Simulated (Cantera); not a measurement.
A perfectly stirred reactor is fed with 12.8 % H2, 6.71 % O2, 80.5 % N2, equivalence ratio 0.95, at 0.365 atm; it is held at 1123 K, and followed from long to short residence time.

Model: GRI-Mech 3.0 (53 species, 325 reactions), integrated in Cantera. The temperature is held fixed by assumption; the heat of reaction is taken as removed at once.

Task: Predict: x(H2) at τ = 18.0 s; x(O2) at τ = 18.0 s; x(H) at τ = 18.0 s; x(H2O2) at τ = 18.0 s; x(O) at τ = 18.0 s; x(H2) at τ = 58.0 ms; x(O2) at τ = 58.0 ms; x(H) at τ = 58.0 ms; x(H2O2) at τ = 58.0 ms; x(O) at τ = 58.0 ms.

Result: 
| Property | Value |
|---|---|
| x(H2) at τ = 18.0 s | 0.000119 |
| x(O2) at τ = 18.0 s | 0.00363 |
| x(H) at τ = 18.0 s | 5.62e-6 |
| x(H2O2) at τ = 18.0 s | 1.72e-7 |
| x(O) at τ = 18.0 s | 3.26e-6 |
| x(H2) at τ = 58.0 ms | 0.00353 |
| x(O2) at τ = 58.0 ms | 0.00545 |
| x(H) at τ = 58.0 ms | 0.00104 |
| x(H2O2) at τ = 58.0 ms | 6.10e-7 |
| x(O) at τ = 58.0 ms | 0.000157 |
